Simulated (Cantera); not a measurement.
Feed: 1 mol Cu₂O, 5.6 mol CO, 0.21 mol N₂, held at 2298 K and 260 Pa.

These are equilibrium values from Cantera (NASA tables, ideal gas, pure condensed phases), not measurements of a reactor. Candidate condensed phases: C, Cu, CuO, Cu₂O; 27 gas species. Rates play no part.

Base state: CO 0.594, Cu 0.254, CO₂ 0.119, N₂ 0.0266, O 0.00433, O₂ 0.00202, NO 0.000281, CuO 4.84e-5 (mole fractions); condensed: gas only.

What changes in the equilibrium state with this change: CO from 5.6 to 8.3 mol?


```
species   before     after
-------  -------  --------
CO         0.594     0.697
Cu         0.254     0.190
CO₂        0.119    0.0901
N₂        0.0266    0.0198
O₂       0.00202  0.000848
CuO      4.84e-5   2.34e-5
```
